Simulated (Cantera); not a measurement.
Boron, boron nitride and boron oxide: B2O3 + O2

A closed system holds: 1 mol B2O3, 0.16 mol O2, equilibrated at 420 Pa.

Equilibrium computed with Cantera from the NASA thermochemical tables; the gas is ideal and each condensed phase is pure. Candidate condensed phases: B, B2O3; 10 gas species. Rates play no part.

| T (°C) | log p O2 | log p B2O3 | log p BO2 | log p O | log p BO | n B2O3(l) |
|---|---|---|---|---|---|---|
| 950 | -2.38 | -7.72 | -8.15 | -8.58 | <-14 | 1.000 |
| 1000 | -2.38 | -7.06 | -7.60 | -8.16 | -14.25 | 1.000 |
| 1050 | -2.38 | -6.46 | -7.08 | -7.76 | -13.31 | 1.000 |
| 1100 | -2.38 | -5.90 | -6.61 | -7.40 | -12.43 | 1.000 |
| 1150 | -2.38 | -5.39 | -6.17 | -7.06 | -11.62 | 1.000 |
| 1200 | -2.38 | -4.91 | -5.76 | -6.74 | -10.87 | 0.999 |
| 1250 | -2.38 | -4.46 | -5.38 | -6.45 | -10.16 | 0.999 |
| 1300 | -2.39 | -4.05 | -5.03 | -6.17 | -9.51 | 0.996 |
| 1350 | -2.40 | -3.66 | -4.70 | -5.92 | -8.89 | 0.991 |
| 1400 | -2.44 | -3.29 | -4.40 | -5.69 | -8.30 | 0.977 |
| 1450 | -2.52 | -2.95 | -4.12 | -5.51 | -7.73 | 0.939 |
log p: log10 of the partial pressure in bar; n: condensed amount in mol.

From 950 °C to 1450 °C the condensed part is B2O3(l). The main B-bearing gas is B2O3 throughout.
